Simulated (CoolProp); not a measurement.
The fluid at 356.55 K and 0.191 MPa (gas) is heated at constant pressure to 421 K. The same conditions are run with several fluids, on thermodynamics alone (safety and materials aside).

The numbers come from the reference Helmholtz-energy equation of state of each fluid (ethylene: Smukala 2000; R407C: Lemmon 2003; R507A: Lemmon 2003; R404A: Lemmon 2003; propyne: Polt 1992) in CoolProp. The equations of Platzer and Polt are older, rougher fits. Blends and air are pseudo-pure fits.

```tsv
fluid	heat (kJ/kg)	final density (kg/m³)
ethylene	120	1.54
R407C	62.9	4.74
R507A	65.7	5.44
R404A	66.1	5.38
propyne	116	2.21
```
